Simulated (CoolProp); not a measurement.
n-nonane along the isotherm 600 K: Z from the reference equation and from simpler models built on Tc = 594.5 K, pc = 22.82 bar, ω = 0.443; each cubic takes its own stable root.

Values from CoolProp's reference Helmholtz-energy equation of state, Lemmon 2006. It is a short technical equation, of lower accuracy than the large ones.

```tsv
p (bar)	phase	reference	van der Waals	Peng-Robinson
22.8	gas	0.4469	0.5051	0.4666
45.6	supercritical	0.2863	0.4303	0.3212
68.5	supercritical	0.3988	0.5913	0.4293
91.3	supercritical	0.5086	0.7479	0.5348
114	supercritical	0.6152	0.9002	0.6370
137	supercritical	0.7209	1.051	0.7379
160	supercritical	0.8246	1.200	0.8367
183	supercritical	0.9266	1.346	0.9337
205	supercritical	1.023	1.485	1.025
228	supercritical	1.122	1.628	1.119
```
